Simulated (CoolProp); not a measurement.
The numbers come from the reference Helmholtz-energy equation of state, Akasaka 2019 in CoolProp.

**Question.** For R1234ze(Z), give the phase and the Z, cv (kJ/(kg K)), isothermal compressibility (1/MPa), expansivity (1/kK) at 118.55 °C and 5770 kPa.

**Answer.** 
- 118.55 °C and 5770 kPa: liquid; Z 0.211, cv 1.03, isothermal compressibility 0.0133, expansivity 4.24
